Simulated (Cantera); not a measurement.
An isothermal, constant-pressure homogeneous reactor starts with N2O : H2O = 1 : 0.0092 (molar parts), at 1400 K and 0.600 bar. Integrator tolerance rtol = 1e-08.

Cantera simulation using GRI-Mech 3.0 (53 species, 325 reactions); the numbers are that mechanism's predictions, not measurements. GRI-Mech 3.0 was tuned for natural gas; its chemistry of N2O as a main component is partial and can be far from experiment. The temperature is held fixed by assumption; the heat of reaction is taken as removed at once.

Question: What does this change do: pressure from 0.600 bar to 38.3 Torr?

Answer: 
| quantity | before | after |
|---|---|---|
| x(N2O) at 1.00 s | 0.00140 (gas-phase equilibrium 3.78e-8) | 0.338 (gas-phase equilibrium 1.10e-8) |
| x(H2O) at 1.00 s | 0.00610 (gas-phase equilibrium 0.00609) | 0.00710 (gas-phase equilibrium 0.00609) |
| x(NO2) at 1.00 s | 0.000625 (gas-phase equilibrium 6.03e-6) | 0.000230 (gas-phase equilibrium 1.76e-6) |
| x(H2) at 1.00 s | 8.61e-9 (gas-phase equilibrium 6.22e-9) | 1.43e-7 (gas-phase equilibrium 2.13e-8) |
| x(O) at 1.00 s | 9.16e-7 (gas-phase equilibrium 7.07e-7) | 2.35e-5 (gas-phase equilibrium 2.43e-6) |
| x(H2O2) at 1.00 s | 3.83e-10 (gas-phase equilibrium 3.03e-10) | 8.30e-10 (gas-phase equilibrium 8.84e-11) |
| x(NO) at 1.00 s | 0.0999 (gas-phase equilibrium 0.000838) | 0.0783 (gas-phase equilibrium 0.000838) |
